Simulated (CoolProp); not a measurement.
Methanol at several states: fugacity coefficient from the reference equation and from simpler models built on Tc = 240.2 °C, pc = 8216 kPa, ω = 0.565; each cubic takes its own stable root.

Computed with CoolProp (reference Helmholtz-energy equation of state, de Reuck 1993).

```csv
T (°C),p (kPa),phase,reference,van der Waals,Redlich-Kwong,Soave-Redlich-Kwong,Peng-Robinson
322.95,14500,supercritical,0.6986,0.6483,0.6538,0.7219,0.6879
237.65,834,gas,0.9676,0.9696,0.9651,0.9649,0.9612
330.25,2310,gas,0.9506,0.9445,0.9415,0.9528,0.9444
-54.35,1690,liquid,3.116e-5,0.04425,0.0009303,1.182e-5,1.579e-5
202.45,267,gas,0.9858,0.9884,0.9863,0.9853,0.9839
93.55,2050,liquid,0.1348,0.7659,0.3871,0.1401,0.1409
```
